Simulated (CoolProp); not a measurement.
Vapour-liquid equilibrium of carbon dioxide (1) + R142b (2) at -17.75 °C; x and y are mole fractions of (1).

Values from CoolProp's multi-fluid Helmholtz-energy mixture model, Span 1996 and Lemmon 2006; pair parameters Bell 2016.

```json
[
 {"x": "0.05", "bubble pressure (MPa)": "0.1503", "y at the bubble point": "0.543", "dew pressure at overall composition x (MPa)": "0.07410", "liquid density (mol/L)": "12.40"},
 {"x": "0.15", "bubble pressure (MPa)": "0.3326", "y at the bubble point": "0.807", "dew pressure at overall composition x (MPa)": "0.08265", "liquid density (mol/L)": "13.13"},
 {"x": "0.25", "bubble pressure (MPa)": "0.5339", "y at the bubble point": "0.888", "dew pressure at overall composition x (MPa)": "0.09338", "liquid density (mol/L)": "13.92"},
 {"x": "0.35", "bubble pressure (MPa)": "0.7426", "y at the bubble point": "0.926", "dew pressure at overall composition x (MPa)": "0.1073", "liquid density (mol/L)": "14.78"},
 {"x": "0.45", "bubble pressure (MPa)": "0.9501", "y at the bubble point": "0.948", "dew pressure at overall composition x (MPa)": "0.1259", "liquid density (mol/L)": "15.73"},
 {"x": "0.55", "bubble pressure (MPa)": "1.152", "y at the bubble point": "0.962", "dew pressure at overall composition x (MPa)": "0.1525", "liquid density (mol/L)": "16.78"},
 {"x": "0.65", "bubble pressure (MPa)": "1.350", "y at the bubble point": "0.972", "dew pressure at overall composition x (MPa)": "0.1931", "liquid density (mol/L)": "17.93"},
 {"x": "0.75", "bubble pressure (MPa)": "1.549", "y at the bubble point": "0.981", "dew pressure at overall composition x (MPa)": "0.2636", "liquid density (mol/L)": "19.22"},
 {"x": "0.85", "bubble pressure (MPa)": "1.756", "y at the bubble point": "0.988", "dew pressure at overall composition x (MPa)": "0.4156", "liquid density (mol/L)": "20.67"},
 {"x": "0.95", "bubble pressure (MPa)": "1.984", "y at the bubble point": "0.996", "dew pressure at overall composition x (MPa)": "0.9765", "liquid density (mol/L)": "22.31"}
]
```

No azeotrope shows between x = 0.05 and 0.95.

Pair parameters are fitted to limited data, so mixtures are less certain than the pure fluids.
